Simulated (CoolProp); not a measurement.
Vapour pressure (MPa) of carbon dioxide: the reference equation beside estimates from Tc = 31.0 °C, pc = 7.377 MPa, ω = 0.224.

Computed with CoolProp (reference Helmholtz-energy equation of state, Span 1996).

| T (°C) | reference | van der Waals | Redlich-Kwong | Soave-Redlich-Kwong |
|---|---|---|---|---|
| -37.35 | 1.106 | 2.443 | 1.446 | 1.109 |
| -33.85 | 1.252 | 2.618 | 1.611 | 1.255 |
| -30.35 | 1.411 | 2.801 | 1.788 | 1.416 |
| -26.85 | 1.585 | 2.992 | 1.978 | 1.591 |
| -23.35 | 1.774 | 3.191 | 2.182 | 1.782 |
| -19.85 | 1.979 | 3.398 | 2.400 | 1.990 |
| -16.35 | 2.201 | 3.614 | 2.632 | 2.214 |
| -12.85 | 2.440 | 3.837 | 2.878 | 2.457 |
| -9.35 | 2.698 | 4.069 | 3.140 | 2.718 |
| -5.85 | 2.975 | 4.310 | 3.418 | 2.999 |

Absolute difference from the reference over all 10 rows, mean and median: van der Waals 78.6 and 75.8 %, Redlich-Kwong 22.4 and 22.1 %, Soave-Redlich-Kwong 0.5 and 0.5 %.
